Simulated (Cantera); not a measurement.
Feed: 1 mol Fe₃O₄, 3.5 mol CH₄, 0.065 mol CO, equilibrated at 11.3 Torr.

Cantera equilibrium calculation (NASA polynomials, part measured and part estimated; ideal gas, pure solids and liquids). Candidate condensed phases: C, C₆H₆, C₇H₈, C₈H₁₈, Fe, Fe(CO)₅, FeO, Fe(OH)₂, Fe(OH)₃, Fe₂O₃, Fe₃O₄, H₂O; 114 gas species. The numbers say what is thermodynamically allowed, not how fast it happens. All values below are at 2098 K.

Base state: H₂ 0.562, CO 0.307, Fe 0.0692, H₂O 0.0390, H 0.0188, CO₂ 0.00431, OH 0.000155, FeO 0.000120 (mole fractions); condensed: Fe(l).

Problem. What changes in the equilibrium state with this change: CH₄ from 3.5 to 4.3 mol?

Solution. 
```tsv
species	before	after
H₂	0.562	0.615
CO	0.307	0.296
Fe	0.0692	0.0692
H₂O	0.0390	2.20e-7
H	0.0188	0.0197
C₂H₂ (acetylene)	<1e-9	0.000877
CO₂	0.00431	2.15e-8
OH	0.000155	<1e-9
Fe(l), mol	2.21	2.05
C(graphite), mol	0	0.276
```
Iron dissolves carbon and melts from about 1420 K in contact with it, which pure phases cannot show. Condensed phases not in the tables: cementite and carbon dissolved in iron.
